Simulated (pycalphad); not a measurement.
# Phase fractions of Al-13.51Si-1.81Mn (at.%)

CALPHAD calculation (pycalphad, COST 507 light-alloy database (1999)), 1 atm. These are 1990s assessments: newer ones move some temperatures and phases. Phase fractions are per mole of atoms.

```
T (K)  liquid  ALMNSI_ALPHA  diamond (Si)    fcc
-----  ------  ------------  ------------  -----
970     1.000             -             -      -
890     0.920         0.080             -      -
810         -         0.103         0.114  0.783
730         -         0.104         0.118  0.778
650         -         0.104         0.121  0.775
570         -         0.104         0.122  0.774
```

Database names, with the compositions (at.%) that they take in these runs: ALMNSI_ALPHA: Al 70 Mn 17 Si 12.
